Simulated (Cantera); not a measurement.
Charge: 1 mol CH2F2, 0.0081 mol CH4, 0.21 mol H2, held at 0.133 bar.

Method: chemical equilibrium by Gibbs-energy minimisation in Cantera with the NASA 1993 tables (ideal gas, pure condensed phases). Candidate condensed phases: C, C6H6, C7H8, C8H18; 95 gas species. The numbers say what is thermodynamically allowed, not how fast it happens. All values below are at 2873 K.

Base state: HF 0.858, H 0.0715, H2 0.0617, F 0.00484, C2H2 (acetylene) 0.00261, C3 0.000568, C2H 0.000430, CF 0.000425 (mole fractions); condensed: C(graphite).

Problem. What changes in the equilibrium state with this change: pressure from 0.133 bar to 2.30e-5 bar?

Solution. 
```csv
species,before,after
H,0.0715,0.440
F,0.00484,0.342
C,0.000108,0.116
HF,0.858,0.0643
C2,5.63e-5,0.0113
H2,0.0617,0.000402
C3,0.000568,0.0211
C4H2,4.60e-5,<1e-9
C2H2 (acetylene),0.00261,5.88e-7
C2HF,1.80e-5,4.65e-8
"C(graphite), mol",0.988,0
```
